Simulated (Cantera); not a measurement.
Equilibrium for chlorosilane synthesis and conversion: Si + Cl2 + H2

Charge: 1 mol Si, 1.7 mol Cl2, 5.8 mol H2, equilibrated at 0.450 bar.

Equilibrium computed with Cantera from the NASA thermochemical tables; the gas is ideal and each condensed phase is pure. Candidate condensed phases: Si; 19 gas species. The tables' values for SiCl3 are old estimates; treat these amounts as uncertain. The numbers say what is thermodynamically allowed, not how fast it happens.

From 698 K to 1023 K the condensed part is Si(s). The main Si-bearing gas is SiCl4 throughout. The share of Si in condensed phases is highest at 1023 K (9.8 %) and lowest at 698 K (6.7 %).

```csv
T (K),x H2,x SiCl4,x SiHCl3,x HCl,x SiH2Cl2,x SiCl3,x SiCl2,x SiH3Cl,n Si(s)
698,0.858,0.0929,0.0475,0.000332,0.00159,4.99e-6,9.07e-8,1.14e-5,0.0673
723,0.858,0.0932,0.0470,0.000508,0.00164,9.38e-6,2.36e-7,1.25e-5,0.0682
748,0.858,0.0935,0.0465,0.000757,0.00169,1.69e-5,5.74e-7,1.37e-5,0.0692
773,0.857,0.0937,0.0460,0.00110,0.00174,2.92e-5,1.32e-6,1.49e-5,0.0703
798,0.857,0.0938,0.0456,0.00155,0.00178,4.88e-5,2.87e-6,1.60e-5,0.0717
823,0.857,0.0940,0.0451,0.00215,0.00182,7.90e-5,5.96e-6,1.72e-5,0.0732
848,0.856,0.0940,0.0446,0.00293,0.00186,0.000124,1.18e-5,1.83e-5,0.0750
873,0.856,0.0940,0.0442,0.00390,0.00189,0.000190,2.26e-5,1.95e-5,0.0771
898,0.855,0.0939,0.0437,0.00512,0.00192,0.000284,4.14e-5,2.06e-5,0.0796
923,0.854,0.0937,0.0432,0.00661,0.00195,0.000414,7.35e-5,2.16e-5,0.0824
948,0.853,0.0934,0.0426,0.00842,0.00197,0.000591,0.000126,2.27e-5,0.0857
973,0.851,0.0930,0.0421,0.0106,0.00199,0.000827,0.000211,2.37e-5,0.0894
998,0.850,0.0924,0.0415,0.0131,0.00200,0.00114,0.000343,2.47e-5,0.0935
1023,0.847,0.0916,0.0408,0.0161,0.00201,0.00154,0.000543,2.56e-5,0.0981
```
x: gas mole fraction; n: condensed amount in mol.
